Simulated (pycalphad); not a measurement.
CALPHAD calculation (pycalphad, COST 507 light-alloy database (1999)), 1 atm. No gas phase is included, though pure Mg would boil below 1377 °C. The data set is of 1999 and partly superseded. Not assessed as a whole: an extrapolation from subsystems, which can miss ternary compounds. Kinetics are ignored, which matters at the lower temperatures.

Molar enthalpy of Mg-2.17Y-0.43Si (at.%) in equilibrium (SER reference):

```json
[
 {"T (°C)": "1377", "H (kJ/mol)": "50.26", "phases": "liquid"},
 {"T (°C)": "1297", "H (kJ/mol)": "47.51", "phases": "liquid"},
 {"T (°C)": "1217", "H (kJ/mol)": "44.75", "phases": "liquid"},
 {"T (°C)": "1137", "H (kJ/mol)": "41.99", "phases": "liquid"},
 {"T (°C)": "1057", "H (kJ/mol)": "39.24", "phases": "liquid"},
 {"T (°C)": "977", "H (kJ/mol)": "36.49", "phases": "liquid"},
 {"T (°C)": "897", "H (kJ/mol)": "33.73", "phases": "liquid"},
 {"T (°C)": "857", "H (kJ/mol)": "32.36", "phases": "liquid"},
 {"T (°C)": "817", "H (kJ/mol)": "30.98", "phases": "liquid"},
 {"T (°C)": "737", "H (kJ/mol)": "27.97", "phases": "liquid + SIY"},
 {"T (°C)": "657", "H (kJ/mol)": "25.05", "phases": "liquid + SIY"},
 {"T (°C)": "577", "H (kJ/mol)": "14.30", "phases": "hcp + SI4Y5"},
 {"T (°C)": "537", "H (kJ/mol)": "13.07", "phases": "hcp + SI4Y5"},
 {"T (°C)": "497", "H (kJ/mol)": "11.86", "phases": "hcp + SI4Y5"},
 {"T (°C)": "417", "H (kJ/mol)": "9.43", "phases": "hcp + SI3Y5"},
 {"T (°C)": "337", "H (kJ/mol)": "7.12", "phases": "hcp + SI3Y5 + MG24Y5"},
 {"T (°C)": "257", "H (kJ/mol)": "4.75", "phases": "hcp + MG24Y5 + SI3Y5"},
 {"T (°C)": "177", "H (kJ/mol)": "2.50", "phases": "hcp + MG24Y5 + SI3Y5"},
 {"T (°C)": "97", "H (kJ/mol)": "0.35", "phases": "hcp + MG24Y5 + SI3Y5"}
]
```

Cooling from 817 °C to 577 °C, across the freezing range, releases 16.7 kJ/mol, or 648 J/g. The slope is 34 J/(mol K) in the liquid and 31 J/(mol K) just below the solidus, where it includes any heat of precipitation. Liquidus 796 °C, solidus 610 °C. Changes were sought between steps of 40 K, so a narrower field can be missed.

Database names, with the compositions (at.%) that they take in these runs: SIY: Y 50 Si 50; SI4Y5: Y 56 Si 44; SI3Y5: Y 62 Si 37; MG24Y5: Mg 84 Y 15.
